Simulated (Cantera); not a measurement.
Feed: 1 mol CH₂F₂, 0.025 mol HCl, held at 1.10 Pa.

Cantera equilibrium calculation (NASA polynomials, part measured and part estimated; ideal gas, pure solids and liquids). Candidate condensed phases: C, C₆H₆, C₇H₈, C₈H₁₈; 118 gas species. The numbers say what is thermodynamically allowed, not how fast it happens.

Q: At 1252 °C, list the 4 most abundant gas species with their mole fractions, and the condensed phases.

A: HF 0.987, HCl 0.0103, Cl 0.00198, H₂ 0.000890. Condensed: C(graphite).
